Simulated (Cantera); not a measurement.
# Low-pressure radical oxidation in H2/O2

An isothermal, constant-pressure homogeneous reactor starts with H₂ : O₂ = 0.058 : 1 (molar parts), equivalence ratio 0.029, at 1073 K and 0.0263 atm.

Model: the H2/O2 subset of GRI-Mech 3.0, which has no nitrogen chemistry, integrated in Cantera. Radical loss at walls, strong at low pressure, is not modelled. The temperature is held fixed by assumption; the heat of reaction is taken as removed at once.

| t (s) | x H₂ | x O₂ | x H₂O | x O | x H | x H₂O₂ | x HO₂ |
|---|---|---|---|---|---|---|---|
| 0.000300 | 0.0548 | 0.945 | 7.55e-9 | 5.72e-9 | 3.65e-9 | <1e-12 | 2.05e-9 |
| 0.000949 | 0.0548 | 0.945 | 3.24e-6 | 2.00e-6 | 1.20e-6 | 2.02e-11 | 4.93e-8 |
| 0.00300 | 0.00275 | 0.916 | 0.0452 | 0.0222 | 0.0111 | 3.76e-7 | 1.22e-5 |
| 0.00949 | 0.000411 | 0.934 | 0.0541 | 0.00870 | 0.00174 | 2.23e-7 | 8.77e-6 |
| 0.0300 | 5.98e-5 | 0.942 | 0.0560 | 0.00131 | 9.60e-5 | 1.81e-7 | 3.98e-6 |
| 0.0949 | 6.23e-6 | 0.943 | 0.0563 | 0.000146 | 3.54e-6 | 9.74e-8 | 1.03e-6 |
| 0.300 | 7.39e-7 | 0.944 | 0.0563 | 1.90e-5 | 1.67e-7 | 3.70e-8 | 2.05e-7 |
| 0.949 | 1.19e-7 | 0.944 | 0.0564 | 3.32e-6 | 1.23e-8 | 1.21e-8 | 4.29e-8 |
| 3.00 | 2.49e-8 | 0.944 | 0.0564 | 7.40e-7 | 1.29e-9 | 3.83e-9 | 1.06e-8 |
x: mole fraction; the columns are a selection and need not sum to one.

Equilibrium at this temperature and pressure: H₂ 2.38e-10, O₂ 0.944, H₂O 0.0564, O 7.45e-9, H 1.33e-12, H₂O₂ 6.02e-11, HO₂ 2.59e-9 (gas phase only).
